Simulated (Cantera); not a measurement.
Cantera run:

```python
import numpy as np
import cantera as ct

gas_names = [...]  # 151 gases of nasa_gas.yaml made of C, H, N, O, Si
cond_names = """
    C(gr) C6H6(L) C7H8(L) C8H18(L),n-octa H2O(s) H2O(L) Si(cr) Si(L) SiC(b) SiO2(Lqz) SiO2(hqz) SiO2(L)
    Si2N2O(s) Si3N4(a)
""".split()


# ... load() reads the species with a 1 bar reference pressure and builds the phases ...
atoms = {
    'Si3N4': {'Si': 3, 'N': 4},
    'CO2': {'C': 1, 'O': 2},
    'H2': {'H': 2},
}
top_T = {'C(gr)': 4500, 'SiC(b)': 3050, 'Si2N2O(s)': 2100, 'Si3N4(a)': 2400}  # K; cautious upper limits of use, not melting points


# ... equilibrate(T, P, feed) seeds the gas with the atoms and calls Mixture.equilibrate('TP', solver="vcs", rtol=1e-11, max_steps=5000) ...
results = []
T = 1025  # K
P = 100000  # Pa
for m in [9.6, 16, 26, 42, 68, 110, 180, 290, 470, 770]:
    feed = {'Si3N4': 1, 'CO2': 0.15, 'H2': m}  # mol
    mix = equilibrate(T, P, feed)
    results.append((T, P, feed, dict(zip(mix.species_names, mix.species_moles))))
    x = sorted(zip(gas.X, gas.species_names), reverse=True)
    print(f"T = {T:g} K  P = {P:g} Pa  n(H2) = {m:g} mol  gas = {mix.phase_moles(0):.4g} mol")
    print("   x: " + "  ".join(f"{s} {v:.3e}" for v, s in x if v > 1e-05))
    print("   condensed (mol): " + ("  ".join(f"{mix.phase(i).name} {mix.phase_moles(i):.4g}"
          for i in range(1, mix.n_phases) if mix.phase_moles(i) > 1e-12) or "none"))
```

It prints:

```
T = 1025 K  P = 100000 Pa  n(H2) = 9.6 mol  gas = 9.55 mol
   x: H2 9.738e-01  CH4 1.571e-02  N2 1.045e-02  NH3 4.863e-05
   condensed (mol): Si2N2O(s) 0.3  Si3N4(a) 0.8
T = 1025 K  P = 100000 Pa  n(H2) = 16 mol  gas = 15.95 mol
   x: H2 9.843e-01  CH4 9.405e-03  N2 6.251e-03  NH3 3.823e-05
   condensed (mol): Si2N2O(s) 0.3  Si3N4(a) 0.8
T = 1025 K  P = 100000 Pa  n(H2) = 26 mol  gas = 25.95 mol
   x: H2 9.904e-01  CH4 5.780e-03  N2 3.839e-03  NH3 3.023e-05
   condensed (mol): Si2N2O(s) 0.3  Si3N4(a) 0.8
T = 1025 K  P = 100000 Pa  n(H2) = 42 mol  gas = 41.95 mol
   x: H2 9.940e-01  CH4 3.576e-03  N2 2.372e-03  NH3 2.390e-05
   condensed (mol): Si2N2O(s) 0.3  Si3N4(a) 0.8
T = 1025 K  P = 100000 Pa  n(H2) = 68 mol  gas = 67.95 mol
   x: H2 9.963e-01  CH4 2.208e-03  N2 1.462e-03  NH3 1.883e-05
   condensed (mol): Si2N2O(s) 0.3  Si3N4(a) 0.8
T = 1025 K  P = 100000 Pa  n(H2) = 110 mol  gas = 109.9 mol
   x: H2 9.977e-01  CH4 1.364e-03  N2 9.021e-04  NH3 1.482e-05
   condensed (mol): Si2N2O(s) 0.3  Si3N4(a) 0.8
T = 1025 K  P = 100000 Pa  n(H2) = 180 mol  gas = 179.9 mol
   x: H2 9.986e-01  CH4 8.336e-04  N2 5.499e-04  NH3 1.159e-05
   condensed (mol): Si2N2O(s) 0.3  Si3N4(a) 0.8
T = 1025 K  P = 100000 Pa  n(H2) = 290 mol  gas = 289.9 mol
   x: H2 9.991e-01  CH4 5.173e-04  N2 3.403e-04
   condensed (mol): Si2N2O(s) 0.3  Si3N4(a) 0.8
T = 1025 K  P = 100000 Pa  n(H2) = 470 mol  gas = 469.9 mol
   x: H2 9.995e-01  CH4 3.192e-04  N2 2.092e-04
   condensed (mol): Si2N2O(s) 0.3  Si3N4(a) 0.8
T = 1025 K  P = 100000 Pa  n(H2) = 770 mol  gas = 769.9 mol
   x: H2 9.997e-01  CH4 1.948e-04  N2 1.271e-04
   condensed (mol): Si2N2O(s) 0.3  Si3N4(a) 0.8
```

Method: chemical equilibrium by Gibbs-energy minimisation in Cantera with the NASA 1993 tables (ideal gas, pure condensed phases). Mutual solubility and eutectic melting of coexisting phases are not modelled.
